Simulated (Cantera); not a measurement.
Input: 1 mol trisilylamine, 23 mol NH₃, 11 mol H₂, at 552 °C and 13.0 Pa.

Cantera equilibrium calculation (NASA polynomials, part measured and part estimated; ideal gas, pure solids and liquids). Candidate condensed phases: Si, Si₃N₄; 18 gas species. The feed counts by its element totals alone. Kinetics and transport are ignored.

Base state: H₂ 0.833, N₂ 0.167 (mole fractions); condensed: Si₃N₄(s).

Q: What changes in the equilibrium state with this change: NH₃ from 23 to 5.4 mol?

A: 
| species | before | after |
|---|---|---|
| H₂ | 0.833 | 0.952 |
| N₂ | 0.167 | 0.0484 |
| Si₃N₄(s), mol | 1.00 | 1.00 |
